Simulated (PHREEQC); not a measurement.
HNO3 is added in steps, without added water, to 1 kg of water holding 0.0015 mol AgNO3, 0.0014 mol KBr and 0.053 mol Na2SO4, at 25 °C. Oxygen is held at 0.21 atm. The system is closed to CO2. Solids allowed: Bromyrite, Ag2O, Ag2SO4, Mirabilite. Others were left out.

Base run: PHREEQC, ion-association model, wateq4f.dat. Each further column changes one thing. The table gives pH.

```csv
HNO3 added (mol),base,Davies equation for every ion,metal-ligand complexes left out,all activity coefficients set to 1,Debye-Hückel limiting law
0,7.18,7.20,7.20,7.33,7.12
0.0004125,3.88,3.90,3.92,4.04,3.83
0.000825,3.58,3.59,3.62,3.74,3.53
0.001238,3.40,3.42,3.44,3.56,3.35
0.00165,3.28,3.29,3.31,3.43,3.22
0.002063,3.18,3.19,3.21,3.33,3.13
0.002475,3.10,3.11,3.13,3.25,3.05
0.002887,3.03,3.04,3.07,3.18,2.98
0.0033,2.97,2.98,3.01,3.12,2.92
```
